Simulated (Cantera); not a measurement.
**Ignition delay**

Mixture: CH4 : C2H6 : C3H8 : O2 : N2 : H2 = 1 : 0.038 : 0.09 : 1.36 : 5.11 : 0.62 (molar parts), equivalence ratio 2.1, at 750 Torr, adiabatic and at constant pressure. Ignition delay is the time to a rise of 400 K.

Detailed kinetics in Cantera: GRI-Mech 3.0 (53 species, 325 reactions).

| T0 (K) | delay (ms) |
|---|---|
| 1075 | 10.6 |
| 1150 | 4.52 |
| 1225 | 2.01 |
| 1300 | 0.912 |
| 1375 | 0.430 |
| 1450 | 0.218 |
| 1525 | 0.120 |

```json
{
 "apparent activation energy between 1375 and 1525 K": "150 kJ/mol"
}
```
